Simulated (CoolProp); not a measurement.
Properties of normal hydrogen along the isobar 1.35 MPa.

Computed with CoolProp (reference Helmholtz-energy equation of state, Leachman 2009).

```json
[
 {"T (°C)": "-250.95", "phase": "liquid", "isothermal compressibility (1/MPa)": "0.01948", "Prandtl number": "1.23"},
 {"T (°C)": "-235.65", "phase": "supercritical", "isothermal compressibility (1/MPa)": "1.153", "Prandtl number": "1.07"},
 {"T (°C)": "-220.35", "phase": "supercritical", "isothermal compressibility (1/MPa)": "0.8137", "Prandtl number": "0.731"},
 {"T (°C)": "-205.05", "phase": "supercritical", "isothermal compressibility (1/MPa)": "0.7662", "Prandtl number": "0.687"},
 {"T (°C)": "-189.75", "phase": "supercritical", "isothermal compressibility (1/MPa)": "0.7493", "Prandtl number": "0.677"},
 {"T (°C)": "-174.55", "phase": "supercritical", "isothermal compressibility (1/MPa)": "0.7418", "Prandtl number": "0.677"},
 {"T (°C)": "-159.25", "phase": "supercritical", "isothermal compressibility (1/MPa)": "0.7379", "Prandtl number": "0.680"},
 {"T (°C)": "-143.95", "phase": "supercritical", "isothermal compressibility (1/MPa)": "0.7359", "Prandtl number": "0.682"}
]
```

Viscosity comes from a separate model (Muzny 2013). Thermal conductivity comes from a separate model (Assael 2011).
